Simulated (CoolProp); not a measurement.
Chlorine at 293.15 K and 19.1 MPa is throttled through a valve to 1.74 MPa with no heat exchange. Each further row changes one setting.

Values from CoolProp's reference Helmholtz-energy equation of state, Thol 2021.

```csv
case,temperature change (K),final phase,final density (kg/m³)
as stated,+5.1,liquid,1400
outlet pressure 0.522 MPa,…,…,260
outlet pressure 2.26 MPa,…,liquid,1400
```

Q: Some entries are withheld; supply them.

A: 
- outlet pressure 0.522 MPa, temperature change (K): -8.9
- outlet pressure 0.522 MPa, final phase: two-phase, vapour fraction 0.054
- outlet pressure 2.26 MPa, temperature change (K): +5.0
